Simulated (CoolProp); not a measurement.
R1132(E) along the isobar 1880 kPa: density (kg/m³) from the reference equation and from simpler models built on Tc = 348.8 K, pc = 5174 kPa, ω = 0.245; each cubic takes its own stable root.

Computed with CoolProp (reference Helmholtz-energy equation of state, Akasaka 2024).

| T (K) | phase | reference |
|---|---|---|
| 292.7 | liquid | 939.7 |
| 304.6 | gas | 63.43 |
| 316.6 | gas | 57.83 |
| 328.5 | gas | 53.63 |
| 340.4 | gas | 50.26 |
| 352.3 | gas | 47.45 |
| 364.2 | gas | 45.04 |
| 376.2 | gas | 42.93 |
| 388.1 | gas | 41.07 |
| 400 | gas | 39.41 |

Q: How far does each simpler model (Redlich-Kwong, Peng-Robinson) lie from the reference over these 10 states: mean and median of the absolute difference, and the worst?

A: 
- Redlich-Kwong: mean 2.7 %, median 0.6 %, worst -17.0 % at 292.7 K and 1880 kPa
- Peng-Robinson: mean 0.9 %, median 1.0 %, worst +1.2 % at 364.2 K and 1880 kPa
